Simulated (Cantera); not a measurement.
Standard-state values (1 bar) from the NASA 1993 polynomials, evaluated with Cantera. Values are per mole of reaction as written; species without (g) are pure solids or liquids, kept so even where they would boil at 1 bar.

O(g) + 2 LiCl(g) = Li2O + 2 Cl(g), with ΔH° = -213.8 kJ and ΔS° = -218.5 J/K at 300 K.

Task: How far is the shortcut ΔG° ≈ ΔH°(300 K) − T·ΔS°(300 K) from the full temperature-dependent value at 950, 1050, 1150, 1250, 1350 K?

Result: 
| T (K) | shortcut (kJ) | full (kJ) | difference (kJ) | difference in log10 K |
|---|---|---|---|---|
| 950 | -6.2 | -15.0 | 8.8 | -0.49 |
| 1050 | 15.6 | 4.4 | 11.2 | -0.56 |
| 1150 | 37.5 | 23.1 | 14.4 | -0.65 |
| 1250 | 59.3 | 41.5 | 17.9 | -0.75 |
| 1350 | 81.2 | 59.5 | 21.7 | -0.84 |
The shortcut ignores the heat-capacity change of the reaction.
